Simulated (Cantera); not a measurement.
Cantera run, input and output.

```python
import numpy as np
import cantera as ct

gas = ct.Solution("gri30.yaml")


def delay(T, t_max=10):
    gas.TPX = T, 100000, {'CH4': 1, 'O2': 1.43, 'N2': 5.37}
    reactor = ct.IdealGasConstPressureReactor(gas, clone=False)
    net = ct.ReactorNet([reactor])
    net.rtol, net.atol = 1e-8, 1e-16
    while net.time < t_max:
        t_old, T_old = net.time, reactor.T
        net.step()
        if reactor.T > T + 400:  # ignition: a rise of 400 K
            return t_old + (T + 400 - T_old) / (reactor.T - T_old) * (net.time - t_old)
    return np.nan


taus = []
for T in [1200, 1275, 1350, 1425, 1500, 1575, 1650, 1725, 1800, 1875]:
    taus.append(delay(T))
    print(f"T0 = {T:6g} K   tau = {taus[-1]:.4e} s")
```

Result:

```
T0 =   1200 K   tau = 5.5091e-02 s
T0 =   1275 K   tau = 1.9564e-02 s
T0 =   1350 K   tau = 7.4675e-03 s
T0 =   1425 K   tau = 3.0554e-03 s
T0 =   1500 K   tau = 1.3479e-03 s
T0 =   1575 K   tau = 6.4626e-04 s
T0 =   1650 K   tau = 3.3735e-04 s
T0 =   1725 K   tau = 1.9042e-04 s
T0 =   1800 K   tau = 1.1492e-04 s
T0 =   1875 K   tau = 7.3303e-05 s
```

Detailed kinetics in Cantera: GRI-Mech 3.0 (53 species, 325 reactions).
